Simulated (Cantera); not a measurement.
Charge: 1 mol CH3OH, 0.0083 mol O2, 29 mol H2, held at 2250 K and 93.0 bar.

These are equilibrium values from Cantera (NASA tables, ideal gas, pure condensed phases), not measurements of a reactor. Candidate condensed phases: C, C6H6, C7H8, C8H18, H2O; 110 gas species. The ideal-gas law is rough above about 30 bar. Kinetics and transport are ignored.

Base state: H2 0.966, CO 0.0299, H2O 0.00194, CH4 0.00138, H 0.000757, CH3 2.05e-5, C2H2 (acetylene) 1.46e-5, CO2 1.10e-5 (mole fractions); condensed: gas only.

Q: What changes in the equilibrium state with this change: O2 from 0.0083 to 0.14 mol?

A: 
```csv
species,before,after
H2,0.966,0.959
CO,0.0299,0.0309
H2O,0.00194,0.00901
CH4,0.00138,0.000301
C2H2 (acetylene),1.46e-5,7.11e-7
CO2,1.10e-5,5.33e-5
CH3,2.05e-5,4.49e-6
H,0.000757,0.000754
```

Q: What changes in the equilibrium state with this change: CH3OH replaced by n-butane?

A: 
| species | before | after |
|---|---|---|
| H2 | 0.966 | 0.974 |
| CH4 | 0.00138 | 0.0209 |
| C2H2 (acetylene) | 1.46e-5 | 0.00326 |
| CO | 0.0299 | 0.000496 |
| CO2 | 1.10e-5 | <1e-9 |
| C3H4 (propyne) | 4.21e-9 | 1.41e-5 |
| C(graphite), mol | 0 | 3.02 |
